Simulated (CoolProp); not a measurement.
The numbers come from the reference Helmholtz-energy equation of state, Wu 2012 in CoolProp.

Problem. For fluoroethane (R161), give the phase and the isothermal compressibility (1/MPa), fugacity coefficient at -94.85 °C and 0.198 bar; -122.95 °C and 0.518 bar.

Solution. 
- -94.85 °C and 0.198 bar: liquid; isothermal compressibility 0.000743, fugacity coefficient 0.134
- -122.95 °C and 0.518 bar: liquid; isothermal compressibility 0.000559, fugacity coefficient 0.00249
